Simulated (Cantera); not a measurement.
Equilibrium for silicon epitaxy and polysilicon growth: SiHCl3 + Cl2 + H2 + NH3

Input: 1 mol SiHCl3, 0.039 mol Cl2, 69 mol H2, 0.076 mol NH3, held at 133 Pa.

Cantera equilibrium calculation (NASA polynomials, part measured and part estimated; ideal gas, pure solids and liquids). Candidate condensed phases: NH4Cl, Si, Si3N4; 28 gas species. The tables' values for SiCl, SiCl3 are old estimates; treat these amounts as uncertain. Gases not in the tables: Si2H6 and higher silanes. Rates play no part.

From 1548 K to 1673 K the condensed part is Si(s). At 1698 K the condensed part is Si(l). The main Si-bearing gas is SiCl2 throughout. The share of Si in condensed phases is highest at 1548 K (69.8 %) and lowest at 1698 K (64.1 %).

```json
[
 {"T (K)": "1548", "log p H2": "-2.89", "log p HCl": "-4.33", "log p SiCl2": "-5.25", "log p H": "-5.96", "log p N2": "-6.15", "log p Si": "-7.50", "log p Cl": "-7.50", "n Si(s)": "0.698", "n Si(l)": "0"},
 {"T (K)": "1573", "log p H2": "-2.89", "log p HCl": "-4.34", "log p SiCl2": "-5.25", "log p H": "-5.84", "log p N2": "-6.15", "log p Si": "-7.26", "log p Cl": "-7.38", "n Si(s)": "0.692", "n Si(l)": "0"},
 {"T (K)": "1598", "log p H2": "-2.89", "log p HCl": "-4.34", "log p SiCl2": "-5.24", "log p H": "-5.72", "log p N2": "-6.15", "log p Si": "-7.03", "log p Cl": "-7.27", "n Si(s)": "0.686", "n Si(l)": "0"},
 {"T (K)": "1623", "log p H2": "-2.89", "log p HCl": "-4.34", "log p SiCl2": "-5.24", "log p H": "-5.61", "log p N2": "-6.15", "log p Si": "-6.81", "log p Cl": "-7.16", "n Si(s)": "0.679", "n Si(l)": "0"},
 {"T (K)": "1648", "log p H2": "-2.89", "log p HCl": "-4.34", "log p SiCl2": "-5.24", "log p H": "-5.50", "log p N2": "-6.15", "log p Si": "-6.59", "log p Cl": "-7.05", "n Si(s)": "0.669", "n Si(l)": "0"},
 {"T (K)": "1673", "log p H2": "-2.89", "log p HCl": "-4.34", "log p SiCl2": "-5.23", "log p H": "-5.39", "log p N2": "-6.15", "log p Si": "-6.38", "log p Cl": "-6.95", "n Si(s)": "0.656", "n Si(l)": "0"},
 {"T (K)": "1698", "log p H2": "-2.89", "log p HCl": "-4.34", "log p SiCl2": "-5.23", "log p H": "-5.29", "log p N2": "-6.15", "log p Si": "-6.18", "log p Cl": "-6.84", "n Si(s)": "0", "n Si(l)": "0.641"}
]
```
log p: log10 of the partial pressure in bar; n: condensed amount in mol.
